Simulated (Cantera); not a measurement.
Carbothermic reduction: Fe2O3 + CO + H2

Feed: 1 mol Fe2O3, 1.1 mol CO, 9.6 mol H2, equilibrated at 0.100 bar.

Method: chemical equilibrium by Gibbs-energy minimisation in Cantera with the NASA 1993 tables (ideal gas, pure condensed phases). Candidate condensed phases: C, C6H6, C7H8, C8H18, Fe, Fe(CO)5, FeO, Fe(OH)2, Fe(OH)3, Fe2O3, Fe3O4, H2O; 114 gas species. Kinetics and transport are ignored.

| T (K) | x H2 | x H2O | x Fe | x CO | x H | x CO2 | x OH | x FeO | n Fe(l) |
|---|---|---|---|---|---|---|---|---|---|
| 2048 | 0.617 | 0.269 | 0.00617 | 0.0933 | 0.00556 | 0.00854 | 0.000264 | 5.99e-5 | 1.93 |
| 2098 | 0.613 | 0.267 | 0.0104 | 0.0931 | 0.00762 | 0.00823 | 0.000394 | 0.000113 | 1.88 |
| 2148 | 0.606 | 0.265 | 0.0170 | 0.0926 | 0.0103 | 0.00792 | 0.000577 | 0.000206 | 1.81 |
| 2198 | 0.597 | 0.261 | 0.0272 | 0.0916 | 0.0136 | 0.00760 | 0.000829 | 0.000366 | 1.69 |
| 2248 | 0.584 | 0.256 | 0.0427 | 0.0901 | 0.0178 | 0.00726 | 0.00117 | 0.000632 | 1.51 |
| 2298 | 0.566 | 0.248 | 0.0654 | 0.0878 | 0.0228 | 0.00688 | 0.00161 | 0.00106 | 1.22 |
| 2348 | 0.541 | 0.237 | 0.0984 | 0.0845 | 0.0287 | 0.00643 | 0.00216 | 0.00174 | 0.785 |
x: gas mole fraction; n: condensed amount in mol.

From 2048 K to 2348 K the condensed part is Fe(l). The main Fe-bearing gas is Fe throughout. The share of Fe in condensed phases is highest at 2048 K (96.6 %) and lowest at 2348 K (39.2 %).
